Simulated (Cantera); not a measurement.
Source: NASA polynomial tables (part measured, part estimated), evaluated in Cantera. Values are per mole of reaction as written; species without (g) are pure solids or liquids, kept so even where they would boil at 1 bar.

Between 300 and 1623 K, where is each reaction favourable under standard conditions?
- SO3(g) + 4 Ca(g) = CaS + 3 CaO
- 3 O(g) + CaS = SO2(g) + CaO


- SO3(g) + 4 Ca(g) = CaS + 3 CaO: ΔG° is -2482 kJ at 300 K and -1622 kJ at 1623 K; it stays negative (K > 1). ΔH° is -2620 kJ and ΔS° -615 J/K at 1623 K.
- 3 O(g) + CaS = SO2(g) + CaO: ΔG° is -1130 kJ at 300 K and -770 kJ at 1623 K; it stays negative (K > 1). ΔH° is -1221 kJ and ΔS° -278 J/K at 1623 K.
